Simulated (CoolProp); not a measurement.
Saturation properties of toluene.

The numbers come from the reference Helmholtz-energy equation of state, Lemmon 2006 in CoolProp. It is a short technical equation, of lower accuracy than the large ones.

| T (°C) | p (MPa) | vapour density (kg/m³) | enthalpy of vaporisation (kJ/kg) | liquid viscosity (µPa s) |
|---|---|---|---|---|
| 163.35 | 0.3689 | 10.40 | 322.7 | 174 |
| 173.85 | 0.4580 | 12.84 | 314.2 | 163 |
| 184.35 | 0.5624 | [?] | 305.2 | 152 |
| 194.75 | 0.6826 | [?] | 295.7 | 143 |
| 205.25 | 0.8225 | 23.07 | 285.6 | 133 |
| 215.75 | 0.9828 | 27.77 | 274.8 | 125 |
| 226.25 | 1.165 | [?] | 263.2 | 116 |
| 236.75 | 1.372 | 39.85 | 250.7 | 108 |
| 247.25 | 1.606 | 47.65 | 237.0 | 101 |
| 257.65 | 1.865 | 56.96 | 222.1 | 92.9 |
| 268.15 | 2.159 | 68.44 | 205.3 | [?] |

What belongs in the gaps?


- 184.35, vapour density (kg/m³): 15.72
- 194.75, vapour density (kg/m³): 19.08
- 226.25, vapour density (kg/m³): 33.30
- 268.15, liquid viscosity (µPa s): 85.1

It boils at 110.6 °C under 1 atm.

Viscosity comes from a separate model (Avgeri 2015).
